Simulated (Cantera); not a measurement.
Cantera with NASA thermochemical tables; ideal gases at 1 bar, condensed phases pure. Values are per mole of reaction as written; species without (g) are pure solids or liquids, kept so even where they would boil at 1 bar.

2 NH3(g) + 5 Nb2O5 = 3 H2O(g) + 2 NO(g) + 10 NbO2, with ΔH° = 1097.1 kJ and ΔS° = 460.6 J/K at 300 K.

Problem. How far is the shortcut ΔG° ≈ ΔH°(300 K) − T·ΔS°(300 K) from the full temperature-dependent value at 1600, 1650, 1700, 1750, 1800 K?

Solution. 
```tsv
T (K)	shortcut (kJ)	full (kJ)	difference (kJ)	difference in log10 K	condensed phases
1600	360.2	326.6	33.7	-1.10	Nb2O5(s), NbO2(s)
1650	337.2	300.3	36.9	-1.17	Nb2O5(s), NbO2(s)
1700	314.2	274.1	40.0	-1.23	Nb2O5(s), NbO2(s)
1750	291.1	247.9	43.2	-1.29	Nb2O5(s), NbO2(s)
1800	268.1	226.1	42.0	-1.22	Nb2O5(l), NbO2(s)
```
The shortcut ignores heat capacities and the phase changes listed.
